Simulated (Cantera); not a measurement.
Mixture: 5.04 % CH4, 0.494 % CO, 19.9 % O2, 74.6 % N2, equivalence ratio 0.52, at 0.987 atm, adiabatic and at constant pressure. Ignition delay is the time to a rise of 400 K.

Cantera simulation using GRI-Mech 3.0 (53 species, 325 reactions); the numbers are that mechanism's predictions, not measurements.

Question: Predict: delay at 1250 K; delay at 1325 K; delay at 1400 K; delay at 1475 K; delay at 1550 K; delay at 1625 K; apparent activation energy between 1475 and 1625 K.

Answer: 
```
Property                                                Result
--------------------------------------------------  ----------
delay at 1250 K                                        16.4 ms
delay at 1325 K                                        6.16 ms
delay at 1400 K                                        2.56 ms
delay at 1475 K                                        1.18 ms
delay at 1550 K                                       0.603 ms
delay at 1625 K                                       0.335 ms
apparent activation energy between 1475 and 1625 K  170 kJ/mol
```
